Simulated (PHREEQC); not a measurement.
Make-up at 20 °C: 0.0059 mol/kgw Na2SO4 and 0.00047 mol/kgw FeCl2. Closed to the air; pH follows from the charge balance.

All values are PHREEQC results (ion-association model, wateq4f.dat), not measurements.

No solid was allowed to form.

Order these S species by the share of S that they hold, largest first: SO4-2, FeSO4, NaSO4-.

SO4-2 (95 %), NaSO4- (3.2 %), FeSO4 (2.0 %)

The pH is 6.69 and the ionic strength 0.0183 mol/kgw.
